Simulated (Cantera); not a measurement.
A perfectly stirred reactor is fed with NH3 : H2 = 1 : 2.1 (molar parts), at 0.0513 atm; it is held at 1575 K, and followed from long to short residence time.

Computed with Cantera and the gas-phase N/H chemistry of the illustrative SiF4/NH3 mechanism in the Surface Chemkin manual (1991). Walls and surfaces, which speed up NH3 decomposition in real reactors, are not modelled.

Question: What does this change do: pressure from 0.0513 atm to 0.0197 atm?

Answer: 
```csv
quantity,before,after
x(NH3) at τ = 9.00 s,0.300,0.310
x(H2) at τ = 9.00 s,0.691,0.685
x(N2H2) at τ = 9.00 s,1.93e-7,2.65e-7
x(N2) at τ = 9.00 s,0.00856,0.00462
x(N) at τ = 9.00 s,1.33e-8,1.91e-8
x(NH3) at τ = 0.110 s,0.322,0.323
x(H2) at τ = 0.110 s,0.677,0.677
x(N2H2) at τ = 0.110 s,9.58e-8,2.63e-8
x(N2) at τ = 0.110 s,4.75e-5,4.66e-6
x(N) at τ = 0.110 s,4.37e-9,7.10e-10
```

Question: What does this change do: pressure from 0.0513 atm to 0.987 atm?

Answer: 
```json
[
 {"quantity": "x(NH3) at τ = 9.00 s", "before": "0.300", "after": "0.252"},
 {"quantity": "x(H2) at τ = 9.00 s", "before": "0.691", "after": "0.721"},
 {"quantity": "x(N2H2) at τ = 9.00 s", "before": "1.93e-7", "after": "3.41e-8"},
 {"quantity": "x(N2) at τ = 9.00 s", "before": "0.00856", "after": "0.0267"},
 {"quantity": "x(N) at τ = 9.00 s", "before": "1.33e-8", "after": "1.67e-9"},
 {"quantity": "x(NH3) at τ = 0.110 s", "before": "0.322", "after": "0.321"},
 {"quantity": "x(H2) at τ = 0.110 s", "before": "0.677", "after": "0.678"},
 {"quantity": "x(N2H2) at τ = 0.110 s", "before": "9.58e-8", "after": "5.31e-8"},
 {"quantity": "x(N2) at τ = 0.110 s", "before": "4.75e-5", "after": "0.000486"},
 {"quantity": "x(N) at τ = 0.110 s", "before": "4.37e-9", "after": "1.89e-9"}
]
```
